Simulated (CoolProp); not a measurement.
R227EA at 373.93 K and 1.91 MPa is compressed adiabatically to 4.62 MPa with isentropic efficiency 0.8. Each further row changes one setting.

The numbers come from the reference Helmholtz-energy equation of state, Lemmon 2016 in CoolProp.

| case | work (kJ/kg) | final temperature (K) | final density (kg/m³) |
|---|---|---|---|
| as stated | 12.8 | 414.0 | 444 |
| efficiency 1 | 10.2 | 412.5 | 457 |
| efficiency 0.65 | 15.7 | 415.7 | 431 |
